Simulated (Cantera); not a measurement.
Charge: 1 mol Al, 0.46 mol Cl2, equilibrated at 923 K and 133 Pa.

Equilibrium computed with Cantera from the NASA thermochemical tables; the gas is ideal and each condensed phase is pure. Candidate condensed phases: Al, AlCl3; 8 gas species. The tables' values for AlCl2 are old estimates; treat these amounts as uncertain. Kinetics and transport are ignored.

Base state: AlCl3 0.867, AlCl 0.114, AlCl2 0.0186, Al2Cl6 0.000319 (mole fractions); condensed: Al(s).

Question: What changes in the equilibrium state with this change: Cl2 from 0.46 to 1.6 mol?

Answer: 
| species | before | after |
|---|---|---|
| AlCl3 | 0.867 | 0.908 |
| Cl2 | <1e-9 | 0.0904 |
| Cl | <1e-9 | 0.000920 |
| AlCl | 0.114 | <1e-9 |
| AlCl2 | 0.0186 | <1e-9 |
| Al2Cl6 | 0.000319 | 0.000349 |
| Al(s), mol | 0.666 | 0 |
